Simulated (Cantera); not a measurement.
Feed: 1 mol N2O, 0.71 mol H2, 1.8 mol N2, at 775 °C and 75.0 Torr.

Method: chemical equilibrium by Gibbs-energy minimisation in Cantera with the NASA 1993 tables (ideal gas, pure condensed phases). Equilibrium is a limit: real reactors are often held back by kinetics, nucleation or transport.

```
species   before     after
-------  -------  --------
N2         0.766     0.762
H2O        0.194     0.190
O2        0.0397    0.0370
OH       4.60e-7   0.00463
H2       1.06e-9   0.00155
O          <1e-9  0.000709
H          <1e-9  0.000332
NO       2.22e-5   0.00386
```
Gas species are given as mole fractions.

Problem. Which change was made?
A. temperature from 775 °C to 1375 °C
B. temperature from 775 °C to 1802 °C
C. temperature from 775 °C to 3177 °C
D. temperature from 775 °C to 3152 °C

Solution. B, temperature from 775 °C to 1802 °C
